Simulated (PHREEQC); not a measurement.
## Buffer

A solution holds 0.053 mol/kgw KH2PO4 and 0.023 mol/kgw K2HPO4, at 35 °C. Closed to the air; pH follows from the charge balance.

Model: ion-association model, phreeqc.dat, run in PHREEQC.

No solid was allowed to form.

What pH, density does the model give?

pH 6.45; density 1.002 g/cm³.

In which forms is K present?

K+ 99 %, KHPO4- 1.4 % of the K.
